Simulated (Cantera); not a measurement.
## Pyrogenic steam for wet oxidation

An isothermal, constant-pressure homogeneous reactor starts with H2 : O2 : N2 = 1.4 : 1 : 0.67 (molar parts), equivalence ratio 0.70, at 1000 K and 0.240 bar.

Model: the H2/O2 subset of GRI-Mech 3.0, which has no nitrogen chemistry, integrated in Cantera. The temperature is held fixed by assumption; the heat of reaction is taken as removed at once.

```csv
t (s),x H2,x O2,x HO2,x O,x H2O2,x OH
3.00e-6,0.456,0.326,7.96e-11,4.04e-12,<1e-12,2.10e-12
1.02e-5,0.456,0.326,2.85e-10,3.11e-11,<1e-12,1.19e-11
3.44e-5,0.456,0.326,1.30e-9,2.96e-10,1.62e-12,1.02e-10
0.000116,0.456,0.326,7.86e-8,3.88e-8,1.23e-10,1.33e-8
0.000393,0.136,0.188,0.000145,0.00552,1.25e-5,0.00475
0.00133,0.0188,0.135,0.000106,6.47e-5,1.89e-5,8.09e-5
0.00451,0.0153,0.133,7.45e-5,3.36e-6,6.92e-5,4.12e-6
0.0152,0.0129,0.132,7.12e-5,3.41e-6,0.000108,4.69e-6
0.0516,0.00731,0.130,5.45e-5,2.16e-6,8.17e-5,3.85e-6
0.175,0.00204,0.127,2.54e-5,6.02e-7,2.14e-5,2.23e-6
0.591,0.000334,0.127,6.15e-6,4.67e-8,1.37e-6,7.21e-7
2.00,5.72e-5,0.127,1.27e-6,2.80e-9,6.47e-8,2.15e-7
```
x: mole fraction; the columns are a selection and need not sum to one.

Equilibrium at this temperature and pressure: H2 2.98e-10, O2 0.127, HO2 1.08e-9, O 1.15e-10, H2O2 2.90e-10, OH 3.53e-7 (gas phase only).
